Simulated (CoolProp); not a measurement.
Isobutene along the isotherm 469.2 K: fugacity coefficient from the reference equation and from simpler models built on Tc = 418.1 K, pc = 4.016 MPa, ω = 0.193; each cubic takes its own stable root.

Model: reference Helmholtz-energy equation of state, Lemmon 2005, in CoolProp. It is a short technical equation, of lower accuracy than the large ones.

| p (MPa) | phase | reference |
|---|---|---|
| 1.43 | gas | 0.9170 |
| 2.87 | gas | 0.8363 |
| 4.3 | supercritical | 0.7591 |
| 5.74 | supercritical | 0.6846 |
| 7.17 | supercritical | 0.6157 |
| 8.61 | supercritical | 0.5566 |
| 10 | supercritical | 0.5117 |
| 11.5 | supercritical | 0.4743 |
| 12.9 | supercritical | 0.4471 |
| 14.3 | supercritical | 0.4254 |
| 15.8 | supercritical | 0.4069 |
| 17.2 | supercritical | 0.3929 |
| 18.6 | supercritical | 0.3815 |
| 20.1 | supercritical | 0.3715 |

Task: How far does each simpler model (Redlich-Kwong, Peng-Robinson) lie from the reference over these 14 states: mean and median of the absolute difference, and the worst?

Result: 
- Redlich-Kwong: mean 1.0 %, median 0.8 %, worst +2.5 % at 469.2 K and 20.1 MPa
- Peng-Robinson: mean 1.3 %, median 1.0 %, worst -2.4 % at 469.2 K and 5.74 MPa
